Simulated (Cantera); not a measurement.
**Catalytic combustion on Pt**

An isothermal plug-flow reactor at 1148 K and 2.50 bar (inlet), inlet velocity 0.78 m/s, active area per volume 2100 1/m; feed 0.761 % CH4, 12.1 % O2, 87.1 % N2.

Detailed kinetics in Cantera: Deutschmann's 1995 Pt surface mechanism with GRI-Mech 3.0 gas chemistry. Catalytic surfaces can have several steady states; this one follows from the mechanism file's or the stated starting coverage. Mass transfer to the wall is taken as infinitely fast.

```json
[
 {"z (m)": "3.7e-05", "x CH4": "0.00747", "x O2": "0.121", "x H2O": "0.000272", "x CO2": "0.000130", "x CO": "6.22e-6", "θ free Pt": "0.291", "θ O*": "0.708", "θ OH*": "0.000416"},
 {"z (m)": "8e-05", "x CH4": "0.00732", "x O2": "0.121", "x H2O": "0.000583", "x CO2": "0.000285", "x CO": "6.44e-6", "θ free Pt": "0.291", "θ O*": "0.708", "θ OH*": "0.000550"},
 {"z (m)": "0.00017", "x CH4": "0.00700", "x O2": "0.120", "x H2O": "0.00121", "x CO2": "0.000600", "x CO": "6.18e-6", "θ free Pt": "0.292", "θ O*": "0.708", "θ OH*": "0.000752"},
 {"z (m)": "0.00037", "x CH4": "0.00634", "x O2": "0.119", "x H2O": "0.00252", "x CO2": "0.00125", "x CO": "5.61e-6", "θ free Pt": "0.292", "θ O*": "0.707", "θ OH*": "0.00105"},
 {"z (m)": "0.0008", "x CH4": "0.00511", "x O2": "0.116", "x H2O": "0.00495", "x CO2": "0.00246", "x CO": "4.55e-6", "θ free Pt": "0.293", "θ O*": "0.706", "θ OH*": "0.00146"},
 {"z (m)": "0.0017", "x CH4": "0.00324", "x O2": "0.113", "x H2O": "0.00865", "x CO2": "0.00430", "x CO": "2.93e-6", "θ free Pt": "0.294", "θ O*": "0.704", "θ OH*": "0.00192"},
 {"z (m)": "0.0037", "x CH4": "0.00114", "x O2": "0.109", "x H2O": "0.0128", "x CO2": "0.00634", "x CO": "1.18e-6", "θ free Pt": "0.296", "θ O*": "0.702", "θ OH*": "0.00233"}
]
```
x: gas mole fraction; θ: surface coverage.
